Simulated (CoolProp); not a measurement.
Vapour-liquid equilibrium of R113 (1) + acetone (2) at 0.167 MPa; x and y are mole fractions of (1).

The numbers come from the multi-fluid Helmholtz-energy mixture model, Marx 1992 and Lemmon 2006; pair parameters Bell 2016 in CoolProp.

| x | bubble temperature (K) | y at the bubble point | dew temperature at overall composition x (K) | liquid density (mol/L) |
|---|---|---|---|---|
| 0.05 | 342.1 | 0.116 | 343.5 | 12.25 |
| 0.125 | 339.1 | 0.246 | 341.9 | 11.77 |
| 0.2 | 337.0 | 0.341 | 340.2 | 11.32 |
| 0.275 | 335.5 | 0.413 | 338.5 | 10.89 |
| 0.35 | 334.5 | 0.472 | 336.8 | 10.48 |
| 0.425 | 333.7 | 0.521 | 335.3 | 10.09 |
| 0.5 | 333.2 | 0.566 | 334.0 | 9.735 |
| 0.575 | 332.9 | 0.608 | 333.1 | 9.399 |
| 0.65 | 332.8 | 0.652 | 332.8 | 9.084 |
| 0.725 | 332.9 | 0.699 | 333.0 | 8.789 |
| 0.8 | 333.2 | 0.755 | 333.7 | 8.512 |
| 0.875 | 334.0 | 0.824 | 334.7 | 8.249 |
| 0.95 | 335.3 | 0.917 | 335.9 | 7.998 |

y crosses x between x = 0.65 and 0.725: the model has an azeotrope there.

Pair parameters are fitted to limited data, so mixtures are less certain than the pure fluids.
